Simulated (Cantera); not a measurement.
What does this Cantera script print?

```python
import numpy as np
import cantera as ct

gas_names = """
    CL CLO CL2 Fe FeCL FeCL2 FeCL3 FeO Fe2CL4 Fe2CL6 O O2 O3
""".split()
cond_names = """
    Fe(a) Fe(c) Fe(d) Fe(L) FeCL2(s) FeCL2(L) FeCL3(s) FeCL3(L) FeO(s) FeO(L) Fe2O3(s) Fe3O4(s)
""".split()


# ... load() reads the species with a 1 bar reference pressure and builds the phases ...
atoms = {
    'Fe2O3': {'Fe': 2, 'O': 3},
    'Cl2': {'CL': 2},
    'O2': {'O': 2},
}
top_T = {'Fe2O3(s)': 1830, 'Fe3O4(s)': 1870}  # K; cautious upper limits of use, not melting points


# ... equilibrate(T, P, feed) seeds the gas with the atoms and calls Mixture.equilibrate('TP', solver="vcs", rtol=1e-11, max_steps=5000) ...
results = []
feed = {'Fe2O3': 1, 'Cl2': 0.99, 'O2': 2.8}  # mol
P = 1000  # Pa
for T in [623, 698, 773, 848, 923, 998, 1073, 1148, 1223, 1298, 1373, 1448, 1523]:
    mix = equilibrate(T, P, feed)
    results.append((T, P, feed, dict(zip(mix.species_names, mix.species_moles))))

top = {s: max(r[3][s] / sum(r[3][g] for g in gas_names) for r in results) for s in gas_names}
cols = sorted((s for s in top if top[s] > 0.0001), key=lambda s: -top[s])[:8]
seen = [c for c in cond_names if any(r[3].get(c, 0) > 1e-12 for r in results)]
print("log10 of partial pressures in bar; condensed amounts in mol")
print(f"{'T/K':>10s}" + "".join(f"{s[:9]:>10s}" for s in cols + seen))
for T, P, feed, n in results:
    ng = sum(n[g] for g in gas_names)
    print(f"{T:10.4g}" + "".join(f"{np.log10(max(n[s] / ng * P / 1e5, 1e-99)):10.3f}" for s in cols)
          + "".join(f"{n.get(c, 0):10.4g}" for c in seen))
```

It prints:

```
log10 of partial pressures in bar; condensed amounts in mol
       T/K        O2       CL2     FeCL2        CL     FeCL3       CLO  Fe2O3(s)  Fe3O4(s)
       623    -2.131    -2.583   -14.167    -8.606    -9.505   -10.185         1         0
       698    -2.131    -2.583   -11.774    -7.498    -8.114    -9.271         1         0
       773    -2.131    -2.583    -9.860    -6.602    -7.005    -8.533         1         0
       848    -2.131    -2.583    -8.298    -5.864    -6.106    -7.926    0.9999         0
       923    -2.131    -2.585    -7.003    -5.244    -5.365    -7.418    0.9992         0
       998    -2.131    -2.590    -5.916    -4.719    -4.751    -6.988    0.9964         0
      1073    -2.131    -2.606    -5.000    -4.271    -4.247    -6.624    0.9873         0
      1148    -2.129    -2.649    -4.239    -3.896    -3.858    -6.320    0.9623         0
      1223    -2.126    -2.746    -3.636    -3.596    -3.612    -6.083    0.9066         0
      1298    -2.124    -2.933    -3.208    -3.381    -3.549    -5.924    0.8152         0
      1373    -2.124    -3.225    -2.952    -3.251    -3.681    -5.846    0.7156         0
      1448    -2.125    -3.591    -2.829    -3.186    -3.958    -5.828    0.6467         0
      1523    -2.123    -3.981    -2.791    -3.158    -4.311    -5.841         0    0.4102
```

Method: chemical equilibrium by Gibbs-energy minimisation in Cantera with the NASA 1993 tables (ideal gas, pure condensed phases). Condensed phases not in the tables: FeOCl.
